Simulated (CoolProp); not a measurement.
Toluene at several states: Z from the reference equation and from simpler models built on Tc = 318.6 °C, pc = 4126 kPa, ω = 0.266; each cubic takes its own stable root.

Model: reference Helmholtz-energy equation of state, Lemmon 2006, in CoolProp. It is a short technical equation, of lower accuracy than the large ones.

```tsv
T (°C)	p (kPa)	phase	reference	Redlich-Kwong	Soave-Redlich-Kwong	Peng-Robinson
124.95	498	liquid	0.01813	0.02106	…	…
244.25	18	gas	0.9975	0.9978	0.9977	0.9975
97.55	11900	liquid	…	0.5008	0.4883	0.4340
-55.35	4020	liquid	…	…	0.2504	…
56.45	735	liquid	…	0.03407	…	0.02943
```

**Question.** What belongs in the gaps?

**Answer.** 
- 124.95, Soave-Redlich-Kwong: 0.02025
- 124.95, Peng-Robinson: 0.01791
- 97.55, reference: 0.4412
- -55.35, reference: 0.2179
- -55.35, Redlich-Kwong: 0.2528
- -55.35, Peng-Robinson: 0.2235
- 56.45, reference: 0.02966
- 56.45, Soave-Redlich-Kwong: 0.03316
